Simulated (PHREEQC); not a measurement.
## Spent oxide etchant: an equilibrium model

A solution holds 0.39 mol/kgw HF, 0.00032 mol/kgw H2SiF6 and 0.0014 mol/kgw HBF4, at 25 °C. Closed to the air; pH follows from the charge balance.

The numbers come from PHREEQC with the ion-association model, wateq4f.dat.

Each row changes one thing in this solution. Precipitation was switched off in this run.

| case | pH | ionic strength (mol/kgw) | HF (mol/kgw) | H2F2 (mol/kgw) | F- (mol/kgw) | HF2- (mol/kgw) | SI of Quartz (SiO2) |
|---|---|---|---|---|---|---|---|
| as made | 1.80 | 0.0180 | 0.186 | 0.0908 | 0.00908 | 0.00651 | -10.10 |
| H2SiF6 from 0.00032 to 0.00016 mol/kgw | 1.81 | 0.0176 | 0.186 | 0.0907 | 0.00915 | 0.00657 | -10.41 |
| HF left out | 2.70 | 0.00239 | 0.00244 | 1.55e-5 | 0.000861 | 8.07e-6 | -0.50 |
| 0.25 mol/kgw NaOH added | 3.44 | 0.238 | 0.0668 | 0.0123 | 0.186 | 0.0503 | -11.16 |
| temperature from 25 to 80 °C | 1.86 | 0.0160 | 0.311 | 0.0288 | 0.00584 | 0.00781 | -7.56 |

wateq4f.dat counts part of the HF as a dimer, H2F2, which phreeqc.dat doesn't know; its constant is uncertain. Constants without temperature data keep their 25 °C values here. SiF6-2 is the database's only silicon fluoride. Real BF4- forms and hydrolyses slowly; the run takes it at equilibrium.
